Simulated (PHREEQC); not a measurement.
Synthetic water in mg/L, 45 °C, pH 2.72, pe 9.7: Na 13.5; K 14.5; Ca 94.1; Mg 30.8; Cl 34; S(6) as SO4 539; Zn 2.67; B 2.59; Li 0.0267.

Valence states are taken as typed.

The numbers come from PHREEQC with the ion-association model, phreeqc.dat.

Each row changes one thing in this solution. No solid was allowed to form.

```tsv
case	ionic strength (mol/kgw)	SO4-2 (mol/kgw)	Ca+2 (mol/kgw)	Mg+2 (mol/kgw)	HSO4- (mol/kgw)	CaSO4 (mol/kgw)	SI of Gypsum (CaSO4:2H2O)	SI of Halite (NaCl)
as made	0.0154	0.00383	0.00182	0.000824	0.000780	0.000522	-0.98	-7.95
temperature from 45 to 80 °C at the same typed pH	0.0139	(withheld)	0.00184	0.000694	0.00153	0.000490	-0.97	-7.98
all concentrations times 2 at the same typed pH	0.0278	0.00730	(withheld)	0.00142	(withheld)	0.00138	-0.56	-7.38
Ca from 94.1 to 188 mg/L	0.0188	0.00355	0.00376	0.000869	0.000701	0.000920	-0.74	-7.96
```

Q: What belongs in the gaps?

A: 
- temperature from 45 to 80 °C at the same typed pH, SO4-2 (mol/kgw): 0.00297
- all concentrations times 2 at the same typed pH, Ca+2 (mol/kgw): 0.00329
- all concentrations times 2 at the same typed pH, HSO4- (mol/kgw): 0.00134

Species that the database lacks are ignored. Away from 25 °C the constants follow the database's enthalpies or fits; those with neither stay at their 25 °C values.
